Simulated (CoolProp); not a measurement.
Computed with CoolProp (reference Helmholtz-energy equation of state, Schroeder 2014).

### Question
For ethanol, give the phase and the isothermal compressibility (1/MPa), conductivity (mW/(m K)), Prandtl number, fugacity coefficient at 285.2 K and 4.27 MPa.

### Answer
- 285.2 K and 4.27 MPa: liquid; isothermal compressibility 0.00102, conductivity 168, Prandtl number 19.9, fugacity coefficient 0.000931

Viscosity comes from a separate model (Kiselev 2005). Thermal conductivity comes from a separate model (Assael 2013).
